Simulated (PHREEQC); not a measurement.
0.01 mol of Ag3PO4 (Ag3PO4) is brought to equilibrium with 1 kg of water holding 0.001 mol NaCl, at 25 °C, the pH being set by adding NaOH or HCl. Oxygen alone is held at its pressure in air (log pO2 = -0.68). The system is closed to CO2. Only these solids could form: Ag3PO4, Cerargyrite, Ag2O.

Model: ion-association model, wateq4f.dat, run in PHREEQC.

Task: Predict dissolved Ag (mol/kgw), dissolved P (mol/kgw), Cerargyrite (mol), Ag+ (mol/kgw) at pH = 7, 8.25, 9, 10.

Result: 
```
pH    dissolved Ag (mol/kgw)  dissolved P (mol/kgw)  Cerargyrite (mol)  Ag+ (mol/kgw)
----  ----------------------  ---------------------  -----------------  -------------
7                    0.00114                0.00150            0.00336        0.00114
8.25                0.000419               0.000735            0.00178       0.000419
9                   0.000243               0.000620            0.00162       0.000243
10                  0.000121               0.000505            0.00140       0.000119
```

Complexes and solids missing from the database can't appear. H3PO4, which wateq4f.dat lacks, is added to it with the constant of phreeqc.dat. The database has no phosphate complexes of Ag.
